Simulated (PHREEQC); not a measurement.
Consider water at 25 °C with 0.081 mol/kgw FeCl3, 3.5e-05 mol/kgw CaCl2, 0.14 mol/kgw HCl and 0.0031 mol/kgw HF. Closed to the air; pH follows from the charge balance.

All values are PHREEQC results (ion-association model, phreeqc.dat), not measurements.

No solid was allowed to form.

Estimate the pH, activity of water.

pH 0.96; activity of water 0.991.

In which forms is Cl present?

Cl- 81 %, FeCl+2 12 %, FeCl2+ 7.3 % of the Cl.

The solution is supersaturated, for example in Hematite (slow to form), Goethite (slow to form), so a real one may precipitate; this is no full list. Fluoro complexes past AlF4- and FeF3 are missing from the database.
